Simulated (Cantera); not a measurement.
What does this Cantera script print?

```python
import numpy as np
import cantera as ct

gas_names = """
    H HNO HNO2 HNO3 HO2 H2 H2O H2O2 N NH NH2 NH3 NH2OH NO NO2 NO3 N2 N2H2 N2H4 N2O O OH O2 O3
""".split()
cond_names = """
    H2O(s) H2O(L)
""".split()


# ... load() reads the species with a 1 bar reference pressure and builds the phases ...
atoms = {
    'N2O': {'N': 2, 'O': 1},
    'H2O': {'H': 2, 'O': 1},
    'O2': {'O': 2},
}
top_T = {}  # K; cautious upper limits of use, not melting points


# ... equilibrate(T, P, feed) seeds the gas with the atoms and calls Mixture.equilibrate('TP', solver="vcs", rtol=1e-11, max_steps=5000) ...
results = []
feed = {'N2O': 1, 'H2O': 0.062, 'O2': 8.6}  # mol
T = 2500  # K
for P in [10, 120, 1400, 17000, 210000, 2500000, 30000000]:
    mix = equilibrate(T, P, feed)
    results.append((T, P, feed, dict(zip(mix.species_names, mix.species_moles))))
    x = sorted(zip(gas.X, gas.species_names), reverse=True)
    print(f"T = {T:g} K  P = {P:g} Pa  gas = {mix.phase_moles(0):.4g} mol")
    print("   x: " + "  ".join(f"{s} {v:.3e}" for v, s in x if v > 0.0001))
    print("   condensed (mol): " + ("  ".join(f"{mix.phase(i).name} {mix.phase_moles(i):.4g}"
          for i in range(1, mix.n_phases) if mix.phase_moles(i) > 1e-12) or "none"))
```

Output:

```
T = 2500 K  P = 10 Pa  gas = 15.7 mol
   x: O 6.951e-01  O2 2.301e-01  N2 6.035e-02  H 6.743e-03  NO 6.660e-03  OH 1.127e-03
   condensed (mol): none
T = 2500 K  P = 120 Pa  gas = 12.16 mol
   x: O2 5.826e-01  O 3.193e-01  N2 7.625e-02  NO 1.191e-02  H 5.033e-03  OH 4.637e-03  H2O 2.138e-04
   condensed (mol): none
T = 2500 K  P = 1400 Pa  gas = 10.78 mol
   x: O2 7.816e-01  O 1.083e-01  N2 8.546e-02  NO 1.461e-02  OH 6.786e-03  H 1.862e-03  H2O 1.350e-03
   condensed (mol): none
T = 2500 K  P = 17000 Pa  gas = 10.35 mol
   x: O2 8.541e-01  N2 8.885e-02  O 3.248e-02  NO 1.557e-02  OH 5.518e-03  H2O 2.976e-03  H 4.156e-04
   condensed (mol): none
T = 2500 K  P = 210000 Pa  gas = 10.22 mol
   x: O2 8.769e-01  N2 8.990e-02  NO 1.587e-02  O 9.364e-03  H2O 4.238e-03  OH 3.536e-03
   condensed (mol): none
T = 2500 K  P = 2.5e+06 Pa  gas = 10.18 mol
   x: O2 8.838e-01  N2 9.017e-02  NO 1.596e-02  H2O 5.028e-03  O 2.725e-03  OH 2.077e-03  NO2 1.463e-04
   condensed (mol): none
T = 2500 K  P = 3e+07 Pa  gas = 10.17 mol
   x: O2 8.859e-01  N2 9.012e-02  NO 1.597e-02  H2O 5.488e-03  OH 1.167e-03  O 7.875e-04  NO2 5.078e-04
   condensed (mol): none
```

These are equilibrium values from Cantera (NASA tables, ideal gas, pure condensed phases), not measurements of a reactor. The ideal-gas law is rough above about 30 bar.
